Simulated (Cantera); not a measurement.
An adiabatic, constant-volume homogeneous reactor starts with C₃H₈ : O₂ : N₂ : H₂O = 1 : 2.94 : 11.1 : 0.95 (molar parts), equivalence ratio 1.7, at 1100 K and 100000 Pa.

Computed with Cantera and GRI-Mech 3.0 (53 species, 325 reactions). GRI-Mech 3.0 was tuned for natural gas; its chemistry of propane as a main component is partial and can be far from experiment.

Predict: time of steepest temperature rise; temperature at 1.00 s; equilibrium temperature; x(O₂) at 1.00 s; x(H₂O) at 1.00 s; x(CO₂) at 1.00 s.


```
Quantity                                                               Value
---------------------------------  -----------------------------------------
time of steepest temperature rise                                    59.1 ms
temperature at 1.00 s                                                 2667 K
equilibrium temperature                                               2667 K
x(O₂) at 1.00 s                    0.000178 (gas-phase equilibrium 0.000178)
x(H₂O) at 1.00 s                         0.161 (gas-phase equilibrium 0.161)
x(CO₂) at 1.00 s                       0.0331 (gas-phase equilibrium 0.0331)
```
